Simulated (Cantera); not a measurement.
Hydrocarbon pyrolysis for carbon deposition

An isothermal, constant-pressure homogeneous reactor starts with C₂H₆ : N₂ = 1 : 2.7 (molar parts), at 1625 K and 1.01 bar.

Cantera simulation using GRI-Mech 3.0 (53 species, 325 reactions); the numbers are that mechanism's predictions, not measurements. GRI-Mech 3.0 stops at C3 and has no aromatics, soot or wall deposition, so with more carbon than oxygen in the feed, carbon stays in small species such as C2H2 where larger ones or solid carbon would form.

| t (s) | x C₂H₆ | x CH₃ | x H₂ | x C₂H | x CH₂ | x C₂H₂ | x HCN |
|---|---|---|---|---|---|---|---|
| 1.00e-6 | 0.268 | 0.00237 | 0.000113 | <1e-12 | 3.82e-7 | 6.31e-9 | 4.22e-12 |
| 3.28e-6 | 0.260 | 0.00544 | 0.00286 | 7.52e-11 | 3.36e-6 | 3.73e-6 | 3.08e-9 |
| 1.07e-5 | 0.216 | 0.00766 | 0.0264 | 1.17e-8 | 6.67e-6 | 0.000544 | 4.05e-8 |
| 3.51e-5 | 0.111 | 0.00587 | 0.0888 | 7.05e-8 | 5.22e-6 | 0.00860 | 8.34e-8 |
| 0.000115 | 0.0155 | 0.00216 | 0.164 | 1.90e-7 | 1.59e-6 | 0.0443 | 1.10e-7 |
| 0.000377 | 0.000723 | 0.000469 | 0.207 | 9.65e-8 | 1.20e-7 | 0.0858 | 1.12e-7 |
| 0.00124 | 7.82e-5 | 0.000185 | 0.232 | 5.15e-8 | 2.05e-8 | 0.113 | 1.09e-7 |
| 0.00405 | 5.14e-5 | 0.000166 | 0.255 | 5.89e-8 | 1.69e-8 | 0.140 | 1.06e-7 |
| 0.0133 | 4.22e-5 | 0.000156 | 0.267 | 6.28e-8 | 1.59e-8 | 0.149 | 1.06e-7 |
| 0.0434 | 3.16e-5 | 0.000135 | 0.279 | 6.51e-8 | 1.40e-8 | 0.152 | 1.08e-7 |
| 0.142 | 1.63e-5 | 9.53e-5 | 0.301 | 7.01e-8 | 1.03e-8 | 0.158 | 1.16e-7 |
| 0.466 | 7.21e-6 | 5.67e-5 | 0.321 | 7.64e-8 | 6.57e-9 | 0.164 | 1.36e-7 |
| 1.53 | 5.77e-6 | 4.71e-5 | 0.326 | 7.83e-8 | 5.58e-9 | 0.165 | 1.90e-7 |
| 5.00 | 5.76e-6 | 4.71e-5 | 0.326 | 7.84e-8 | 5.57e-9 | 0.165 | 3.66e-7 |
x: mole fraction; the columns are a selection and need not sum to one.

Equilibrium at this temperature and pressure: C₂H₆ 3.91e-6, CH₃ 3.87e-5, H₂ 0.331, C₂H 5.13e-8, CH₂ 4.55e-9, C₂H₂ 0.109, HCN 0.118 (gas phase only).
